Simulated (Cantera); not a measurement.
A Cantera script and what it prints.

```python
import numpy as np
import cantera as ct

gas_names = """
    C CO CO2 C2 C2O C3 C3O2 C4 C5 O O2 O3 Pb PbO Pb2
""".split()
cond_names = """
    C(gr) Pb(cr) Pb(L) PbO(rd) PbO(yw) PbO(L) PbO2(s) Pb3O4(s)
""".split()


# ... load() reads the species with a 1 bar reference pressure and builds the phases ...
atoms = {
    'PbO': {'Pb': 1, 'O': 1},
    'CO': {'C': 1, 'O': 1},
    'C': {'C': 1},
}
top_T = {'C(gr)': 4500, 'Pb3O4(s)': 820}  # K; cautious upper limits of use, not melting points


# ... equilibrate(T, P, feed) seeds the gas with the atoms and calls Mixture.equilibrate('TP', solver="vcs", rtol=1e-11, max_steps=5000) ...
results = []
feed = {'PbO': 1, 'CO': 1.5, 'C': 3.1}  # mol
P = 13332.2  # Pa
for T in [1373, 1523, 1673, 1823, 1973, 2123, 2273, 2423, 2573]:
    mix = equilibrate(T, P, feed)
    results.append((T, P, feed, dict(zip(mix.species_names, mix.species_moles))))
    x = sorted(zip(gas.X, gas.species_names), reverse=True)
    print(f"T = {T:g} K  P = {P:g} Pa  gas = {mix.phase_moles(0):.4g} mol")
    print("   x: " + "  ".join(f"{s} {v:.3e}" for v, s in x if v > 1e-06))
    print("   condensed (mol): " + ("  ".join(f"{mix.phase(i).name} {mix.phase_moles(i):.4g}"
          for i in range(1, mix.n_phases) if mix.phase_moles(i) > 1e-12) or "none"))
```

Result:

```
T = 1373 K  P = 13332.2 Pa  gas = 2.626 mol
   x: CO 9.516e-01  Pb 4.812e-02  CO2 2.744e-04  Pb2 8.297e-06
   condensed (mol): C(gr) 2.101  Pb(L) 0.8736
T = 1523 K  P = 13332.2 Pa  gas = 3.243 mol
   x: CO 7.707e-01  Pb 2.292e-01  Pb2 1.109e-04  CO2 4.304e-05
   condensed (mol): C(gr) 2.1  Pb(L) 0.256
T = 1673 K  P = 13332.2 Pa  gas = 3.5 mol
   x: CO 7.144e-01  Pb 2.855e-01  Pb2 1.111e-04  CO2 1.157e-05
   condensed (mol): C(gr) 2.1
T = 1823 K  P = 13332.2 Pa  gas = 3.5 mol
   x: CO 7.143e-01  Pb 2.856e-01  Pb2 7.676e-05  CO2 4.432e-06
   condensed (mol): C(gr) 2.1
T = 1973 K  P = 13332.2 Pa  gas = 3.5 mol
   x: CO 7.143e-01  Pb 2.856e-01  Pb2 5.579e-05  CO2 1.983e-06
   condensed (mol): C(gr) 2.1
T = 2123 K  P = 13332.2 Pa  gas = 3.5 mol
   x: CO 7.143e-01  Pb 2.856e-01  Pb2 4.217e-05  CO2 1.002e-06
   condensed (mol): C(gr) 2.1
T = 2273 K  P = 13332.2 Pa  gas = 3.5 mol
   x: CO 7.143e-01  Pb 2.857e-01  Pb2 3.287e-05
   condensed (mol): C(gr) 2.1
T = 2423 K  P = 13332.2 Pa  gas = 3.5 mol
   x: CO 7.143e-01  Pb 2.857e-01  Pb2 2.626e-05  C3 1.082e-06
   condensed (mol): C(gr) 2.1
T = 2573 K  P = 13332.2 Pa  gas = 3.5 mol
   x: CO 7.143e-01  Pb 2.857e-01  Pb2 2.138e-05  C3 1.123e-05  C 3.309e-06  C2 1.049e-06
   condensed (mol): C(gr) 2.1
```

These are equilibrium values from Cantera (NASA tables, ideal gas, pure condensed phases), not measurements of a reactor.
